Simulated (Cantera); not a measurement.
Feed: 1 mol SiHCl₃, 6.3 mol H₂, equilibrated at 2075 K and 1.10 mbar.

Cantera equilibrium calculation (NASA polynomials, part measured and part estimated; ideal gas, pure solids and liquids). Candidate condensed phases: Si; 19 gas species. The tables' values for SiCl, SiCl₃ are old estimates; treat these amounts as uncertain. Gases not in the tables: Si₂H₆ and higher silanes. Equilibrium is a limit: real reactors are often held back by kinetics, nucleation or transport.

Q: What is the equilibrium state?

A: 
```json
{
 "x(H₂)": "0.622",
 "x(HCl)": "0.191",
 "x(H)": "0.0633",
 "x(SiCl₂)": "0.0591",
 "x(Si)": "0.0426",
 "x(Cl)": "0.0143",
 "x(SiCl)": "0.00716",
 "x(SiH)": "0.000638",
 "x(Si₂)": "0.000242",
 "gas_amount": "9.076 mol",
 "log10 activity of Si(l) (absent)": "-0.34"
}
```
